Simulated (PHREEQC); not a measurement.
0.045 g of hydrous ferric oxide (600 m²/g; 0.2 weak and 0.005 strong sites per Fe, Dzombak-Morel constants, diffuse double layer) in 1 kg of water with 0.005 mol/kgw of an inert sodium salt, at 25 °C; the pH is set by adding NaOH or the inert anion's acid. Oxygen is held at 0.21 atm. No CO2 enters from the air. Nothing may precipitate in this run.

Equilibrium calculation in PHREEQC: ion-association model, wateq4f.dat.

| pH | surface charge σ (C/m²) | surface potential ψ (mV) |
|---|---|---|
| 4 | 0.182 | 194 |
| 4.5 | 0.131 | 177 |
| 5.5 | 0.059 | 137 |
| 6 | 0.038 | 114 |
| 7 | 0.013 | 62 |
| 7.5 | 0.006 | 34 |
| 8.5 | -0.004 | -22 |
| 9 | -0.009 | -50 |
| 10 | -0.030 | -103 |
| 10.5 | -0.050 | -127 |
| 11.5 | -0.131 | -164 |
| 12 | -0.215 | -172 |

Species that the database lacks are ignored.
